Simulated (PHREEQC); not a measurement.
Make-up at 25 °C: 41 mmol/kgw H2SO4, 0.46 mmol/kgw MnSO4 and 11 mmol/kgw Fe2(SO4)3. Closed to the air; pH follows from the charge balance.

Model: ion-association model, wateq4f.dat, run in PHREEQC.

```csv
quantity,before,after
pH,1.42,1.35
ionic strength (mol/kgw),0.0960,0.0667
HSO4- (mol/kgw),0.0327,0.0288
SO4-2 (mol/kgw),0.0182,0.0125
```

Name the change that produced these shifts.
A) MnSO4 left out
B) diluted 100-fold with water
C) Fe2(SO4)3 left out
D) H2SO4 replaced by NiSO4 at the same molality

C, Fe2(SO4)3 left out

This is a speciation only: nothing precipitates in the calculation. Some of these states are supersaturated (in Hematite (slow to form), Goethite (slow to form), for instance).
